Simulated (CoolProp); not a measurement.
Vapour-liquid equilibrium of isobutene (1) + n-octane (2) at 1.13 bar; x and y are mole fractions of (1).

Model: multi-fluid Helmholtz-energy mixture model, Lemmon 2005 and Beckmüller 2019; pair parameters Bell 2016, in CoolProp.

Task: Give the bubble temperature and the first vapour's composition at x = 0.2, 0.35, 0.5. Is there an azeotrope?

Result: x = 0.2: 321.5 K, y = 0.952; x = 0.35: 301.3 K, y = 0.985; x = 0.5: 289.5 K, y = 0.994. No azeotrope shows between x = 0.05 and 0.95.

The pair parameters rest on a limited set of measurements; away from them the model extrapolates.
